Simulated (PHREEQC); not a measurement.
**Nickel, zinc or cadmium bath**

Make-up at 20 °C: 0.02 mol/kgw ZnCl2, 0.00018 mol/kgw H2SO4 and 0.0018 mol/kgw FeSO4. Closed to the air; pH follows from the charge balance.

The numbers come from PHREEQC with the ion-association model, phreeqc.dat.

No solid was allowed to form.

Task: What pH does the model give?

Result: pH 3.54.

Task: In which forms is S present?

Result: SO4-2 54 %, ZnSO4 42 %, FeSO4 2.9 %, Zn(SO4)2-2 0.8 %, HSO4- 0.7 % of the S.

Species that the database lacks are ignored.
